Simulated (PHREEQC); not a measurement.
Make-up at 25 °C: 0.057 mol/kgw HF, 8.9e-05 mol/kgw H2SiF6 and 0.0039 mol/kgw H2SO4. Closed to the air; pH follows from the charge balance.

The numbers come from PHREEQC with the ion-association model, phreeqc.dat.

The ionic strength comes out as 0.0135 mol/kgw. What activity coefficients do SiF6-2, F-, HF2-, SO4-2, HSO4- get?

SiF6-2 0.63, F- 0.89, HF2- 0.89, SO4-2 0.63, HSO4- 0.89.

This is a speciation only: nothing precipitates in the calculation. Species that the database lacks are ignored. SiF6-2 is the database's only silicon fluoride.
